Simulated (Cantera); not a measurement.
Input: 1 mol Al, 0.36 mol H2O, 77 mol N2, 0.069 mol CO2, equilibrated at 220000 Pa.

These are equilibrium values from Cantera (NASA tables, ideal gas, pure condensed phases), not measurements of a reactor. Candidate condensed phases: Al, AlN, Al2O3, C, C6H6, C7H8, C8H18, H2O; 148 gas species. Mutual solubility and eutectic melting of coexisting phases are not modelled. Rates play no part. All values below are at 1050 K.

Base state: N2 0.995, H2 0.00467 (mole fractions); condensed: AlN(s) + Al2O3(s) + C(graphite).

Q: What changes in the equilibrium state with this change: Al replaced by Cu?

A: 
```
species            before     after
----------------  -------  --------
N2                  0.995     0.994
H2O               5.70e-9   0.00465
CO2                 <1e-9  0.000891
H2                0.00467   6.29e-8
AlN(s), mol         0.668         0
Al2O3(s), mol       0.166         0
C(graphite), mol   0.0685         0
Cu(s), mol              0     1.000
```
Further candidate phases: Cu, CuO, Cu(OH)2, Cu2O.
